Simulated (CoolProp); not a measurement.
Cyclopentane along the isotherm 519 K: density (kg/m³) from the reference equation and from simpler models built on Tc = 511.7 K, pc = 45.83 bar, ω = 0.202; each cubic takes its own stable root.

The numbers come from the reference Helmholtz-energy equation of state, Gedanitz 2015 in CoolProp.

| p (bar) | phase | reference |
|---|---|---|
| 19.1 | gas | 36.76 |
| 38.2 | gas | 98.63 |
| 57.3 | supercritical | 391.6 |
| 76.4 | supercritical | 450.1 |
| 95.5 | supercritical | 476.0 |
| 115 | supercritical | 493.9 |
| 134 | supercritical | 507.3 |
| 153 | supercritical | 518.4 |
| 172 | supercritical | 527.9 |
| 191 | supercritical | 536.2 |
| 210 | supercritical | 543.7 |
| 229 | supercritical | 550.5 |

Task: How far does each simpler model (ideal gas, van der Waals, Soave-Redlich-Kwong, Peng-Robinson) lie from the reference over these 12 states: mean and median of the absolute difference, and the worst?

Result: 
- ideal gas: mean 49.9 %, median 49.5 %, worst -76.2 % at 519 K and 57.3 bar
- van der Waals: mean 22.2 %, median 25.4 %, worst -27.3 % at 519 K and 76.4 bar
- Soave-Redlich-Kwong: mean 7.8 %, median 6.9 %, worst -17.5 % at 519 K and 57.3 bar
- Peng-Robinson: mean 3.7 %, median 3.5 %, worst -9.5 % at 519 K and 57.3 bar
